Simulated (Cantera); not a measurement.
An isothermal, constant-pressure homogeneous reactor starts with 20.2 % CH4, 79.8 % H2, at 1800 K and 100.0 Torr.

Model: GRI-Mech 3.0 (53 species, 325 reactions), integrated in Cantera. GRI-Mech 3.0 stops at C3 and has no aromatics, soot or wall deposition, so with more carbon than oxygen in the feed, carbon stays in small species such as C2H2 where larger ones or solid carbon would form.

x: mole fraction; the columns are a selection and need not sum to one.

| t (s) | x CH4 | x H2 | x C2H6 | x CH2 | x CH3 |
|---|---|---|---|---|---|
| 0.000100 | 0.202 | 0.798 | 1.55e-6 | 3.82e-8 | (withheld) |
| 0.000217 | 0.201 | 0.798 | 1.07e-5 | 1.67e-7 | (withheld) |
| 0.000469 | 0.200 | 0.798 | 5.05e-5 | 6.22e-7 | (withheld) |
| 0.00102 | 0.195 | 0.800 | 0.000125 | 1.49e-6 | 0.00269 |
| 0.00220 | 0.180 | 0.808 | 0.000136 | 1.76e-6 | 0.00285 |
| 0.00477 | 0.154 | 0.824 | 0.000102 | 1.60e-6 | (withheld) |
| 0.0103 | 0.116 | 0.846 | 6.13e-5 | 1.35e-6 | (withheld) |
| 0.0224 | 0.0749 | 0.871 | 2.73e-5 | 1.03e-6 | (withheld) |
| 0.0484 | 0.0409 | 0.891 | 8.83e-6 | 6.86e-7 | (withheld) |
| 0.105 | 0.0198 | 0.903 | 2.23e-6 | 3.94e-7 | (withheld) |
| 0.227 | 0.00910 | 0.909 | 5.04e-7 | 2.02e-7 | (withheld) |
| 0.492 | 0.00433 | 0.912 | 1.27e-7 | 1.02e-7 | (withheld) |
| 1.07 | 0.00246 | 0.913 | 5.10e-8 | 5.91e-8 | (withheld) |
| 2.31 | 0.00197 | 0.914 | 3.79e-8 | 4.77e-8 | 4.11e-5 |
| 5.00 | 0.00194 | 0.914 | 3.71e-8 | 4.69e-8 | 4.03e-5 |

Task: What belongs in the gaps?

Result: 
- 0.000100, x CH3: 0.000391
- 0.000217, x CH3: 0.000829
- 0.000469, x CH3: 0.00167
- 0.00477, x CH3: 0.00249
- 0.0103, x CH3: 0.00195
- 0.0224, x CH3: 0.00132
- 0.0484, x CH3: 0.000766
- 0.105, x CH3: 0.000390
- 0.227, x CH3: 0.000185
- 0.492, x CH3: 8.96e-5
- 1.07, x CH3: 5.12e-5
